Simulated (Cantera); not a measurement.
# Equilibrium for chemical vapour transport: Fe₃O₄ + HCl + N₂

Charge: 1 mol Fe₃O₄, 0.11 mol HCl, 0.21 mol N₂, equilibrated at 0.190 bar.

Method: chemical equilibrium by Gibbs-energy minimisation in Cantera with the NASA 1993 tables (ideal gas, pure condensed phases). Candidate condensed phases: Fe, FeCl₂, FeCl₃, FeO, Fe(OH)₂, Fe(OH)₃, Fe₂O₃, Fe₃O₄, H₂O, NH₄Cl; 37 gas species. Mutual solubility and eutectic melting of coexisting phases are not modelled. Condensed phases not in the tables: FeOCl. The numbers say what is thermodynamically allowed, not how fast it happens.

| T (°C) | x N₂ | x HCl | x H₂O | x FeCl₂ | x FeCl₃ | n FeCl₂(s) | n Fe₂O₃(s) | n Fe₃O₄(s) |
|---|---|---|---|---|---|---|---|---|
| 550 | 0.669 | 0.309 | 0.0206 | 0.00110 | 0.000653 | 0.00575 | 0.00606 | 0.994 |
| 650 | 0.658 | 0.319 | 0.0129 | 0.00648 | 0.00375 | 0 | 0.00171 | 0.998 |
| 750 | 0.658 | 0.308 | 0.0182 | 0.0115 | 0.00422 | 0 | 0.00310 | 0.996 |
| 850 | 0.658 | 0.296 | 0.0243 | 0.0176 | 0.00430 | 0 | 0.00490 | 0.994 |
| 950 | 0.658 | 0.283 | 0.0309 | 0.0242 | 0.00414 | 0 | 0.00676 | 0.992 |
| 1050 | 0.657 | 0.269 | 0.0378 | 0.0308 | 0.00383 | 0 | 0.00782 | 0.991 |
| 1150 | 0.654 | 0.253 | 0.0447 | 0.0365 | 0.00340 | 0 | 0.00105 | 0.995 |
x: gas mole fraction; n: condensed amount in mol.

At 550 °C the condensed part is FeCl₂(s) + Fe₂O₃(s) + Fe₃O₄(s). From 650 °C to 1150 °C the condensed part is Fe₂O₃(s) + Fe₃O₄(s). The main Fe-bearing gas is FeCl₂ throughout.
